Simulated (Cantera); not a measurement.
Charge: 1 mol Nb2O5, a varied amount of H2, 4.4 mol H2O, equilibrated at 1625 K and 1.10 mbar.

These are equilibrium values from Cantera (NASA tables, ideal gas, pure condensed phases), not measurements of a reactor. Candidate condensed phases: H2O, Nb, NbO, NbO2, Nb2O5; 12 gas species. Condensed phases not in the tables: the oxides between NbO2 and Nb2O5. Rates play no part.

Question: At 76 mol H2, list the 3 most abundant gas species with their mole fractions, and the condensed phases.

Answer: H2 0.931, H2O 0.0671, H 0.00205. Condensed: NbO2(s).
